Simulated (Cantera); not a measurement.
# Adiabatic ignition

An adiabatic, constant-pressure homogeneous reactor starts with 14.0 % CH3OH, 19.0 % O2, 64.9 % N2, 2.10 % CO2, equivalence ratio 1.1, at 1650 K and 5.00 bar.

Computed with Cantera and GRI-Mech 3.0 (53 species, 325 reactions). GRI-Mech 3.0 was tuned for natural gas; its chemistry of methanol as a main component is partial and can be far from experiment.

```
t (s)     T (K)  x CH3OH    x O2   x CO2    x HCO   x C2H    x CH2
--------  -----  -------  ------  ------  -------  ------  -------
9.00e-6    1682    0.119   0.178  0.0208  1.54e-5  <1e-12  7.25e-7
2.30e-5    2759   <1e-12  0.0240  0.0707  3.52e-7  <1e-12   <1e-12
5.88e-5    2910   <1e-12  0.0184  0.0793  2.12e-7  <1e-12   <1e-12
0.000150   2906   <1e-12  0.0175  0.0791  2.12e-7  <1e-12   <1e-12
0.000384   2899   <1e-12  0.0163  0.0788  2.11e-7  <1e-12   <1e-12
0.000982   2896   <1e-12  0.0157  0.0786  2.11e-7  <1e-12   <1e-12
0.00251    2896   <1e-12  0.0156  0.0786  2.11e-7  <1e-12   <1e-12
0.00642    2896   <1e-12  0.0156  0.0786  2.11e-7  <1e-12   <1e-12
0.0164     2896   <1e-12  0.0156  0.0786  2.11e-7  <1e-12   <1e-12
0.0419     2896   <1e-12  0.0156  0.0786  2.11e-7  <1e-12   <1e-12
0.107      2896   <1e-12  0.0156  0.0786  2.11e-7  <1e-12   <1e-12
0.274      2896   <1e-12  0.0156  0.0786  2.11e-7  <1e-12   <1e-12
0.700      2896   <1e-12  0.0156  0.0786  2.11e-7  <1e-12   <1e-12
```
x: mole fraction; the columns are a selection and need not sum to one.

```
Item                                                               Value
---------------------------------  -------------------------------------
time of steepest temperature rise                                14.9 µs
temperature at 0.700 s                                            2896 K
equilibrium temperature                                           2896 K
x(CH3OH) at 0.700 s                <1e-12 (gas-phase equilibrium <1e-12)
x(O2) at 0.700 s                   0.0156 (gas-phase equilibrium 0.0156)
x(CO2) at 0.700 s                  0.0786 (gas-phase equilibrium 0.0786)
```
